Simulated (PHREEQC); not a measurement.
Solution (25 °C and 100 atm): 83 mmol/kgw HF and 0.84 mmol/kgw NH3. Closed to the air; pH follows from the charge balance.

Computed with PHREEQC (ion-association model, phreeqc.dat).

| quantity | before | after |
|---|---|---|
| pH | 2.11 | 2.00 |
| ionic strength (mol/kgw) | 0.00923 | 0.0119 |
| F- (mol/kgw) | 0.00730 | 0.00853 |
| HF2- (mol/kgw) | 0.00193 | 0.00341 |
| NH3 (mol/kgw) | 5.46e-11 | 4.11e-11 |

### Question
What was changed between the two runs?
A. diluted 2-fold with water
B. diluted 10-fold with water
C. HF from 0.083 to 0.124 mol/kgw
D. NH3 replaced by NH4HSO4 at the same molality
E. HF from 0.083 to 0.0913 mol/kgw

### Answer
C, HF from 0.083 to 0.124 mol/kgw

No solid was allowed to form. Under pressure, the constants of complexes without a molar volume in the database are unreliable.
